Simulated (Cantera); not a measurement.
Charge: 1 mol MgCl2, 6.5 mol H2O, 0.57 mol N2, equilibrated at 2073 K and 0.00150 Torr.

These are equilibrium values from Cantera (NASA tables, ideal gas, pure condensed phases), not measurements of a reactor. Candidate condensed phases: H2O, Mg, MgCl2, MgO, Mg(OH)2, NH4Cl; 38 gas species. The numbers say what is thermodynamically allowed, not how fast it happens.

Base state: H 0.452, O 0.179, Cl 0.0907, H2 0.0591, Mg 0.0533, O2 0.0485, H2O 0.0375, OH 0.0326 (mole fractions); condensed: gas only.

Question: What changes in the equilibrium state with this change: pressure from 0.00150 Torr to 0.0120 Torr?

Answer: 
```json
[
 {"species": "H2O", "before": "0.0375", "after": "0.221"},
 {"species": "H", "before": "0.452", "after": "0.212"},
 {"species": "H2", "before": "0.0591", "after": "0.104"},
 {"species": "O", "before": "0.179", "after": "0.0752"},
 {"species": "HCl", "before": "0.0161", "after": "0.0596"},
 {"species": "OH", "before": "0.0326", "after": "0.0514"},
 {"species": "O2", "before": "0.0485", "after": "0.0686"},
 {"species": "N2", "before": "0.0300", "after": "0.0421"},
 {"species": "Mg", "before": "0.0533", "after": "0.0741"},
 {"species": "Cl", "before": "0.0907", "after": "0.0898"},
 {"species": "MgCl2", "before": "1.28e-6", "after": "0.000111"},
 {"species": "MgOH", "before": "6.58e-6", "after": "0.000115"},
 {"species": "MgCl", "before": "1.90e-5", "after": "0.000209"},
 {"species": "MgO", "before": "6.70e-5", "after": "0.000314"},
 {"species": "NO", "before": "0.000872", "after": "0.00123"}
]
```

Question: What changes in the equilibrium state with this change: H2O from 6.5 to 0.078 mol?

Answer: 
| species | before | after |
|---|---|---|
| Cl | 0.0907 | 0.523 |
| Mg | 0.0533 | 0.264 |
| N2 | 0.0300 | 0.151 |
| H | 0.452 | 0.0336 |
| H2O | 0.0375 | 2.20e-5 |
| H2 | 0.0591 | 0.000326 |
| OH | 0.0326 | 0.000258 |
| O2 | 0.0485 | 0.000551 |
| O | 0.179 | 0.0191 |
| HCl | 0.0161 | 0.00687 |
| MgCl2 | 1.28e-6 | 0.000211 |
| MgCl | 1.90e-5 | 0.000544 |
| NO | 0.000872 | 0.000208 |
| MgO | 6.70e-5 | 3.54e-5 |
